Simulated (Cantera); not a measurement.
A closed system holds: 1 mol acetone, 0.52 mol H2, 29 mol N2, at 165 Torr.

Equilibrium computed with Cantera from the NASA thermochemical tables; the gas is ideal and each condensed phase is pure. Candidate condensed phases: C, C6H6, C7H8, C8H18, H2O; 136 gas species. The feed counts by its element totals alone. The numbers say what is thermodynamically allowed, not how fast it happens.

Problem. Which condensed phases are stable at each of these points (T (K)): 1773, 1923, 2073, 2223, 2373, 2523, 2673, 2823, 2973?

Solution. 
| T (K) | condensed phases | C condensed (%) |
|---|---|---|
| 1773 | C(graphite) | 64.8 |
| 1923 | C(graphite) | 62.8 |
| 2073 | C(graphite) | 59.6 |
| 2223 | C(graphite) | 54.6 |
| 2373 | C(graphite) | 47.7 |
| 2523 | C(graphite) | 38.8 |
| 2673 | C(graphite) | 27.8 |
| 2823 | C(graphite) | 14.8 |
| 2973 | gas only | 0.0 |

From 1773 K to 2823 K the condensed part is C(graphite). At 2973 K nothing is condensed.
